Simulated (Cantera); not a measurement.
**Transport properties of process gases**

Gas mixture: CH3OH = 0.91 (molar parts), at 0.00420 bar, frozen composition.

Cantera's kinetic-theory transport with the Lennard-Jones parameters of GRI-Mech 3.0, ideal gas; thermal conductivity in the mixture-averaged form. Polar gases are described roughly by these parameters. The composition is frozen, though it would react at the higher temperatures.

| T (K) | ρ (kg/m³) | cp (J/kg/K) | μ (µPa s) | λ (mW/m/K) | Pr | D (cm²/s) C2H2 | D (cm²/s) CH3 | D (cm²/s) CH4 |
|---|---|---|---|---|---|---|---|---|
| 400 | 0.00405 | 1604 | 13.1 | 28.2 | 0.745 | 49.1 | 68.2 | 68.0 |
| 550 | 0.00294 | 1983 | 18.1 | 48.2 | 0.744 | 90.3 | 124 | 123 |
| 700 | 0.00231 | 2314 | 22.8 | 70.5 | 0.748 | 141 | 192 | 191 |
| 850 | 0.00190 | 2568 | 27.2 | 93.6 | 0.746 | 200 | 270 | 269 |
| 1000 | 0.00162 | 2798 | 31.3 | 117 | 0.751 | 267 | 359 | 357 |
| 1150 | 0.00141 | 2978 | 35.2 | 139 | 0.751 | 342 | 457 | 455 |
D: mixture-averaged diffusion coefficient of that species in the mixture.
